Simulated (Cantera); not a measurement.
A freely propagating, adiabatic, planar premixed flame of CH3OH : O2 : N2 = 1 : 1.15 : 4.34 (molar parts), unburnt at 400 K and 5.50 bar; mixture-averaged transport, grid criteria slope 0.08 and curve 0.16, no radiation.

Computed with Cantera and GRI-Mech 3.0 (53 species, 325 reactions). GRI-Mech 3.0 was tuned for natural gas; its chemistry of methanol as a main component is partial and can be far from experiment. Burning velocities carry a grid error of a few per cent, more on coarse grids.

Task: What does this change do: 0.6 parts H2 added?

Result: 
```csv
quantity,before,after
laminar burning velocity,52.6 cm/s,57.6 cm/s
thermal thickness,0.0665 mm,0.0658 mm
peak x(C2H4),2.28e-6,4.05e-6
peak x(C2H),<1e-8,<1e-8
```

Task: What does this change do: 0.16 parts CO2 added?

Result: 
| quantity | before | after |
|---|---|---|
| laminar burning velocity | 52.6 cm/s | 45.4 cm/s |
| thermal thickness | 0.0665 mm | 0.0734 mm |
| peak x(H2) | 0.0519 | 0.0473 |
| peak x(C2H4) | 2.28e-6 | 1.79e-6 |
| peak x(C2H) | <1e-8 | <1e-8 |

Task: What does this change do: 0.15 parts H2 added?

Result: 
```
quantity                     before      after
------------------------  ---------  ---------
laminar burning velocity  52.6 cm/s  55.5 cm/s
thermal thickness         0.0665 mm  0.0642 mm
peak x(C2H4)                2.28e-6    2.84e-6
peak x(C2H)                   <1e-8      <1e-8
```
